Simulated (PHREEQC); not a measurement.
Solution (25 °C): 0.081 mol/kgw CuSO4, 0.00021 mol/kgw HCl and 3.6e-05 mol/kgw Na2SO4. Closed to the air; pH follows from the charge balance.

Equilibrium calculation in PHREEQC: ion-association model, phreeqc.dat.

```json
{
 "pH": "4.12",
 "ionic_strength": "0.172 mol/kgw",
 "specific_conductance": "7450 µS/cm",
 "density": "1.010 g/cm³",
 "total_alkalinity": "-0.210 meq/kg"
}
```

| species | molality | activity | log γ |
|---|---|---|---|
| Cu+2 | 0.0429 | 0.0147 | -0.465 |
| SO4-2 | 0.0428 | 0.0132 | -0.510 |
| CuSO4 | 0.0381 | 0.0397 | 0.017 |
| Cl- | 0.000202 | 0.000147 | -0.138 |
| HSO4- | 0.000129 | 9.72e-5 | -0.123 |
| H+ | 9.40e-5 | 7.55e-5 | -0.095 |
| Na+ | 6.75e-5 | 5.10e-5 | -0.122 |
| CuCl+ | 7.95e-6 | 5.81e-6 | -0.137 |
| Cu2(OH)2+2 | 5.12e-6 | 1.65e-6 | -0.493 |
| NaSO4- | 4.48e-6 | 3.38e-6 | -0.122 |
| CuOH+ | 2.66e-6 | 1.94e-6 | -0.137 |
| Cu(OH)2 | 5.15e-8 | 5.35e-8 | 0.017 |

Precipitation was switched off in this run.
